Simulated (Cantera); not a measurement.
Input: 1 mol BCl3, 2.2 mol H2, equilibrated at 800 K and 0.0100 bar.

Equilibrium computed with Cantera from the NASA thermochemical tables; the gas is ideal and each condensed phase is pure. Candidate condensed phases: B; 13 gas species. Gases not in the tables: BHCl2. Rates play no part.

Base state: H2 0.659, BCl3 0.295, HCl 0.0464 (mole fractions); condensed: B(s).

What changes in the equilibrium state with this change: temperature from 800 K to 848.15 K?


```csv
species,before,after
H2,0.659,0.648
BCl3,0.295,0.288
HCl,0.0464,0.0645
"B(s), mol",0.0499,0.0695
```
